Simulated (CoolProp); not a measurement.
Vapour-liquid equilibrium of propylene (1) + R22 (2) at 36.15 °C; x and y are mole fractions of (1).

Computed with CoolProp (multi-fluid Helmholtz-energy mixture model, Lemmon 2013 and Kamei 1995; pair parameters Bell 2016).

### Question
Give the bubble pressure and the first vapour's composition at x = 0.2, 0.35, 0.8. Is there an azeotrope?

### Answer
x = 0.2: 1488 kPa, y = 0.231; x = 0.35: 1532 kPa, y = 0.378; x = 0.8: 1555 kPa, y = 0.789. y crosses x between x = 0.5 and 0.65: the model has an azeotrope there.

Pair parameters are fitted to limited data, so mixtures are less certain than the pure fluids.
